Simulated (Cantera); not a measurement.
# Reactions in the system C-O-Ta

Cantera with NASA thermochemical tables; ideal gases at 1 bar, condensed phases pure. Values are per mole of reaction as written; species without (g) are pure solids or liquids, kept so even where they would boil at 1 bar. TaC: taken at fixed stoichiometry.

2 CO(g) + TaC → TaO2(g) + 3 C

| T (K) | ΔH° (kJ) | ΔS° (J/K) | ΔG° (kJ) | log10 K |
|---|---|---|---|---|
| 300 | 164.3 | -140.4 | 206.4 | -35.93 |
| 1548 | 162.1 | -149.3 | 393.2 | -13.27 |
| 1623 | 162.3 | -149.1 | 404.4 | -13.02 |
| 1698 | 162.6 | -149.0 | 415.6 | -12.78 |
| 1773 | 162.7 | -148.9 | 426.8 | -12.57 |
| 1848 | 162.9 | -148.8 | 437.9 | -12.38 |
| 1923 | 163.1 | -148.7 | 449.1 | -12.20 |
| 1998 | 163.2 | -148.7 | 460.2 | -12.03 |

TaC + O(g) → CO(g) + Ta

| T (K) | ΔH° (kJ) | ΔS° (J/K) | ΔG° (kJ) | log10 K |
|---|---|---|---|---|
| 300 | -215.6 | 35.7 | -226.3 | 39.40 |
| 1548 | -228.6 | 19.8 | -259.2 | 8.74 |
| 1623 | -229.4 | 19.2 | -260.6 | 8.39 |
| 1698 | -230.3 | 18.7 | -262.0 | 8.06 |
| 1773 | -231.2 | 18.2 | -263.4 | 7.76 |
| 1848 | -232.1 | 17.7 | -264.8 | 7.48 |
| 1923 | -233.1 | 17.2 | -266.1 | 7.23 |
| 1998 | -234.0 | 16.7 | -267.3 | 6.99 |

2 TaO2(g) + CO(g) → C + Ta2O5

```csv
T (K),ΔH° (kJ),ΔS° (J/K),ΔG° (kJ),log10 K
300,-1533.8,-609.1,-1351.0,235.23
1548,-1466.0,-529.1,-647.1,21.83
1623,-1461.0,-525.8,-607.5,19.55
1698,-1455.8,-522.7,-568.2,17.48
1773,-1450.6,-519.7,-529.1,15.59
1848,-1445.3,-516.8,-490.2,13.86
1923,-1440.0,-514.0,-451.6,12.27
1998,-1434.7,-511.3,-413.1,10.80
```
